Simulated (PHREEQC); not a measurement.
Make-up at 25 °C: 24 mmol/kgw NH4Cl. Closed to the air; pH follows from the charge balance.

Computed with PHREEQC (ion-association model, phreeqc.dat).

No solid was allowed to form.

Problem. What pH, specific conductance does the model give?

Solution. pH 5.50; specific conductance 3260 µS/cm.
